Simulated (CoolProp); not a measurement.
Model: reference Helmholtz-energy equation of state, McLinden 2020, in CoolProp.

For R1336mzz(Z), give the phase and the density (kg/m³), cp (kJ/(kg K)) at 354.3 K and 7.87 bar; 386.7 K and 7.87 bar; 419.1 K and 7.87 bar.


- 354.3 K and 7.87 bar: liquid; density 1210, cp 1.35
- 386.7 K and 7.87 bar: gas; density 49.6, cp 1.14
- 419.1 K and 7.87 bar: gas; density 42.7, cp 1.11
